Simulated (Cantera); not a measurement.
# Ignition delay

Mixture: 27.2 % H2, 13.6 % O2, 51.2 % N2, 7.90 % H2O, at 12.8 atm, adiabatic and at constant volume. Ignition delay is the time to a rise of 400 K.

Computed with Cantera and GRI-Mech 3.0 (53 species, 325 reactions). The hydrogen kinetics of GRI-Mech 3.0 are dated; newer H2 mechanisms differ, most at raised pressure. The pressure lies above the range GRI-Mech 3.0 was tuned for (to about 10 atm). Below about 950 K walls govern HO2 and H2O2 in real vessels.

```json
[
 {"T0 (K)": "898", "delay (ms)": "93.9"},
 {"T0 (K)": "948", "delay (ms)": "26.1"},
 {"T0 (K)": "998", "delay (ms)": "8.29"},
 {"T0 (K)": "1048", "delay (ms)": "2.92"},
 {"T0 (K)": "1098", "delay (ms)": "1.11"},
 {"T0 (K)": "1148", "delay (ms)": "0.448"},
 {"T0 (K)": "1198", "delay (ms)": "0.185"},
 {"T0 (K)": "1248", "delay (ms)": "0.0764"},
 {"T0 (K)": "1298", "delay (ms)": "0.0300"}
]
```

```yaml
apparent activation energy between 1198 and 1298 K: 240 kJ/mol
```
